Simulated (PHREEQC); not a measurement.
Solution (69 °C): 0.087 mol/kgw MnSO4 and 0.00038 mol/kgw NaCl. Closed to the air; pH follows from the charge balance.

Model: ion-association model, wateq4f.dat, run in PHREEQC.

| quantity | before | after |
|---|---|---|
| pH | 5.88 | 6.30 |
| ionic strength (mol/kgw) | 0.152 | 0.188 |
| SO4-2 (mol/kgw) | 0.0378 | 0.0468 |
| Cl- (mol/kgw) | 0.000362 | 0.000358 |
| Na+ (mol/kgw) | 0.000355 | 0.000355 |
| NaSO4- (mol/kgw) | 2.51e-5 | 2.53e-5 |
| SI of Halite (NaCl) | -8.84 | -8.76 |
| SI of Mirabilite (Na2SO4:10H2O) | -9.80 | -8.14 |

Task: What was changed between the two runs?
(A) temperature from 69 to 30 °C
(B) MnSO4 replaced by NaHSO4 at the same molality
(C) MnSO4 replaced by K2SO4 at the same molality
(D) MnSO4 from 0.087 to 0.0435 mol/kgw
(E) 0.0066 mol/kgw KCl added

Result: A, temperature from 69 to 30 °C

Precipitation was switched off in this run. Away from 25 °C the constants follow the database's enthalpies or fits; those with neither stay at their 25 °C values.
